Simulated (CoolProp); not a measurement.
Vapour-liquid equilibrium of hydrogen sulfide (1) + propane (2) at -58.65 °C; x and y are mole fractions of (1).

Values from CoolProp's multi-fluid Helmholtz-energy mixture model, Lemmon 2006 and Lemmon 2009; pair parameters Kunz 2012.

```tsv
x	bubble pressure (kPa)	y at the bubble point	dew pressure at overall composition x (kPa)	liquid density (mol/L)
0.05	65.36	0.326	48.05	(withheld)
0.2	100.0	0.605	56.18	14.94
0.35	114.4	0.683	67.46	16.36
0.5	120.0	0.718	(withheld)	18.19
0.65	(withheld)	0.742	108.3	20.51
0.8	123.1	0.780	122.6	23.33
0.95	117.1	0.899	113.6	26.61
```

### Question
What belongs in the gaps?

### Answer

- 0.05, liquid density (mol/L): 13.88
- 0.5, dew pressure at overall composition x (kPa): 83.89
- 0.65, bubble pressure (kPa): 122.4

y crosses x between x = 0.65 and 0.8: the model has an azeotrope there.

Pair parameters are fitted to limited data, so mixtures are less certain than the pure fluids. With so large a gap from Raoult's law the liquid may split in two, which this calculation doesn't test in full.
